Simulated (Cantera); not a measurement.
An isothermal, constant-pressure homogeneous reactor starts with CH₄ : H₂O = 1 : 4.2 (molar parts), at 1325 K and 0.355 atm. Integrator tolerance rtol = 1e-08.

Detailed kinetics in Cantera: GRI-Mech 3.0 (53 species, 325 reactions).

Q: What does this change do: pressure from 0.355 atm to 0.987 atm?

A: 
```
quantity                                            before                                    after
-----------------  ---------------------------------------  ---------------------------------------
x(CH₄) at 7.00 s     0.165 (gas-phase equilibrium 1.41e-7)    0.149 (gas-phase equilibrium 1.09e-6)
x(H₂O) at 7.00 s       0.789 (gas-phase equilibrium 0.400)      0.777 (gas-phase equilibrium 0.400)
x(H₂) at 7.00 s       0.0337 (gas-phase equilibrium 0.461)     0.0557 (gas-phase equilibrium 0.461)
x(CH₂) at 7.00 s   1.61e-10 (gas-phase equilibrium <1e-12)  1.07e-10 (gas-phase equilibrium <1e-12)
x(CH₂O) at 7.00 s  1.19e-6 (gas-phase equilibrium 7.30e-9)  1.20e-6 (gas-phase equilibrium 2.03e-8)
```

Q: What does this change do: pressure from 0.355 atm to 18.8 atm?

A: 
```tsv
quantity	before	after
x(CH₄) at 7.00 s	0.165 (gas-phase equilibrium 1.41e-7)	0.146 (gas-phase equilibrium 0.000390)
x(H₂O) at 7.00 s	0.789 (gas-phase equilibrium 0.400)	0.763 (gas-phase equilibrium 0.401)
x(H₂) at 7.00 s	0.0337 (gas-phase equilibrium 0.461)	0.0663 (gas-phase equilibrium 0.460)
x(CH₂) at 7.00 s	1.61e-10 (gas-phase equilibrium <1e-12)	9.69e-12 (gas-phase equilibrium <1e-12)
x(CH₂O) at 7.00 s	1.19e-6 (gas-phase equilibrium 7.30e-9)	1.08e-6 (gas-phase equilibrium 3.83e-7)
```
The pressure lies above the range GRI-Mech 3.0 was tuned for (to about 10 atm).

Q: What does this change do: pressure from 0.355 atm to 4.93 atm?

A: 
```tsv
quantity	before	after
x(CH₄) at 7.00 s	0.165 (gas-phase equilibrium 1.41e-7)	0.129 (gas-phase equilibrium 2.73e-5)
x(H₂O) at 7.00 s	0.789 (gas-phase equilibrium 0.400)	0.761 (gas-phase equilibrium 0.400)
x(H₂) at 7.00 s	0.0337 (gas-phase equilibrium 0.461)	0.0800 (gas-phase equilibrium 0.461)
x(CH₂) at 7.00 s	1.61e-10 (gas-phase equilibrium <1e-12)	4.30e-11 (gas-phase equilibrium <1e-12)
x(CH₂O) at 7.00 s	1.19e-6 (gas-phase equilibrium 7.30e-9)	1.15e-6 (gas-phase equilibrium 1.01e-7)
```
